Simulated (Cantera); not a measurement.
**Tantalum, niobium, vanadium and zirconium in process gases: Ta(OEt)5 + CO2 + H2**

A closed system holds: 1 mol Ta(OEt)5, 0.24 mol CO2, 61 mol H2, held at 2000 K.

Cantera equilibrium calculation (NASA polynomials, part measured and part estimated; ideal gas, pure solids and liquids). Candidate condensed phases: C, C6H6, C7H8, C8H18, H2O, Ta, TaC, Ta2O5; 113 gas species. The feed counts by its element totals alone. TaC: taken at fixed stoichiometry. Condensed phases not in the tables: Ta2C. The numbers say what is thermodynamically allowed, not how fast it happens.

```tsv
P (Pa)	log p H2	log p H	log p CO	log p CH4	log p C2H2 (acetylene)	log p H2O	log p C2H4	log p CH3	n C(graphite)	n TaC(s)
0.100	-6.68	-6.13	-7.36	-16.73	-9.79	-17.97	<-18	-14.88	3.70	1.00
0.600	-5.54	-5.56	-6.49	-14.45	-8.65	-15.96	-16.36	-13.17	3.68	1.00
3.60	-4.59	-5.09	-5.66	-12.56	-7.71	-14.18	-14.47	-11.75	3.66	1.00
22	-3.74	-4.66	-4.84	-10.85	-6.85	-12.51	-12.76	-10.47	3.65	1.00
130	-2.94	-4.26	-4.05	-9.25	-6.05	-10.92	-11.16	-9.27	3.65	1.00
770	-2.15	-3.87	-3.28	-7.68	-5.27	-9.36	-9.59	-8.09	3.65	1.00
4600	-1.37	-3.47	-2.50	-6.12	-4.49	-7.80	-8.03	-6.92	3.65	1.00
28000	-0.59	-3.08	-1.71	-4.54	-3.70	-6.23	-6.46	-5.74	3.64	1.00
170000	0.20	-2.69	-0.93	-2.98	-2.92	-4.66	-4.89	-4.57	3.60	1.00
1000000	0.97	-2.31	-0.16	-1.44	-2.15	-3.12	-3.35	-3.41	3.36	1.00
```
log p: log10 of the partial pressure in bar; n: condensed amount in mol.

From 0.100 Pa to 10.0 bar the condensed part is C(graphite) + TaC(s).
